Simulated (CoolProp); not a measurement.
Vapour-liquid equilibrium of acetone (1) + n-decane (2) at 391.7 K; x and y are mole fractions of (1).

Computed with CoolProp (multi-fluid Helmholtz-energy mixture model, Lemmon 2006 and Lemmon 2006; pair parameters Bell 2016).

| x | bubble pressure (kPa) | y at the bubble point | dew pressure at overall composition x (kPa) | liquid density (mol/L) |
|---|---|---|---|---|
| 0.05 | ___ | 0.711 | 20.19 | 4.739 |
| 0.2 | 201.2 | 0.913 | 23.97 | ___ |
| 0.35 | 306.4 | 0.947 | 29.46 | 5.878 |
| 0.5 | ___ | 0.961 | ___ | 6.641 |
| 0.65 | 430.0 | 0.970 | ___ | 7.612 |
| 0.8 | 484.7 | 0.980 | 93.12 | 8.904 |
| 0.95 | 556.0 | 0.994 | 320.0 | 10.72 |

Fill in the missing entries.


- 0.05, bubble pressure (kPa): 65.21
- 0.2, liquid density (mol/L): 5.257
- 0.5, bubble pressure (kPa): 377.0
- 0.5, dew pressure at overall composition x (kPa): 38.18
- 0.65, dew pressure at overall composition x (kPa): 54.18

No azeotrope shows between x = 0.05 and 0.95.

The pair parameters rest on a limited set of measurements; away from them the model extrapolates. With so large a gap from Raoult's law the liquid may split in two, which this calculation doesn't test in full.
